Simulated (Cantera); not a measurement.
Charge: 1 mol CH3OH, 3.5 mol CO2, 72 mol H2, at 0.110 bar.

Method: chemical equilibrium by Gibbs-energy minimisation in Cantera with the NASA 1993 tables (ideal gas, pure condensed phases). Candidate condensed phases: C, C6H6, C7H8, C8H18, H2O; 110 gas species. Kinetics and transport are ignored. All values below are at 1000 K.

Base state: H2 0.901, CO 0.0534, H2O 0.0415, CO2 0.00353, CH4 0.000430 (mole fractions); condensed: gas only.

**Question.** What changes in the equilibrium state with this change: pressure from 0.110 bar to 2.80 bar?

**Answer.** 
```json
[
 {"species": "H2", "before": "0.901", "after": "0.852"},
 {"species": "H2O", "before": "0.0415", "after": "0.0858"},
 {"species": "CH4", "before": "0.000430", "after": "0.0403"},
 {"species": "CO", "before": "0.0534", "after": "0.0189"},
 {"species": "CO2", "before": "0.00353", "after": "0.00273"}
]
```
